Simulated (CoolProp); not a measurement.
A single-stage vapour-compression cycle with propyne: evaporating at 291.15 K (dew point), condensing at 313.15 K (bubble point), superheat 8 K, subcooling 2 K, compressor efficiency 0.8, no pressure losses. Each further row changes one setting.

Values from CoolProp's reference Helmholtz-energy equation of state, Polt 1992. This equation is an older, rougher fit; its heat capacities, sound speeds and derivatives of the liquid may be far off and weren't checked against measurements.

```tsv
case	cooling COP	pressure ratio	discharge temperature (K)	refrigerating effect (kJ/kg)	volumetric capacity (kJ/m³)
as stated	9.76	1.86	332.9	442	3680
evaporating temperature 296.15 K	___	___	330.0	447	4300
condensing temperature 308.15 K	12.8	1.63	___	454	3790
subcooling 7 K	10.0	1.86	332.9	454	3790
superheat 18 K	9.70	1.86	343.2	459	3660
compressor efficiency 0.7	8.54	1.86	336.3	442	3680
```

What belongs in the gaps?


- evaporating temperature 296.15 K, cooling COP: 13.0
- evaporating temperature 296.15 K, pressure ratio: 1.60
- condensing temperature 308.15 K, discharge temperature (K): 325.5
